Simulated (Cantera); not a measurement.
Standard-state values (1 bar) from the NASA 1993 polynomials, evaluated with Cantera. Values are per mole of reaction as written; species without (g) are pure solids or liquids, kept so even where they would boil at 1 bar.

SF₄(g) + 2 H(g) → H₂S(g) + 4 F(g)

```
T (K)  ΔH° (kJ)  ΔS° (J/K)  ΔG° (kJ)  log10 K
-----  --------  ---------  --------  -------
300           ?          ?         ?        ?
923           ?          ?         ?        ?
973       617.1      301.6     323.7   -17.38
1023      616.4      300.8     308.7   -15.76
1073          ?          ?         ?        ?
1123      615.0      299.5     278.7   -12.96
```

**Question.** What belongs in the gaps?

**Answer.** 
- 300, ΔH° (kJ): 624.2
- 300, ΔS° (J/K): 311.7
- 300, ΔG° (kJ): 530.7
- 300, log10 K: -92.41
- 923, ΔH° (kJ): 617.9
- 923, ΔS° (J/K): 302.3
- 923, ΔG° (kJ): 338.8
- 923, log10 K: -19.18
- 1073, ΔH° (kJ): 615.7
- 1073, ΔS° (J/K): 300.1
- 1073, ΔG° (kJ): 293.7
- 1073, log10 K: -14.30
